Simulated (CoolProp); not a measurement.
The numbers come from the reference Helmholtz-energy equation of state, Jacobsen 1992 in CoolProp.

**Question.** For R11, give the phase and the cp (kJ/(kg K)), cv (kJ/(kg K)), viscosity (µPa s), conductivity (mW/(m K)) at 165.35 °C and 22400 kPa.

**Answer.** 
- 165.35 °C and 22400 kPa: liquid; cp 0.952, cv 0.649, viscosity 198, conductivity 65.2

Viscosity comes from a separate model (Klein 1997), an estimate that may be off by 10 % or more. Thermal conductivity comes from a separate model (McLinden 2000), an estimate that may be off by 10 % or more.
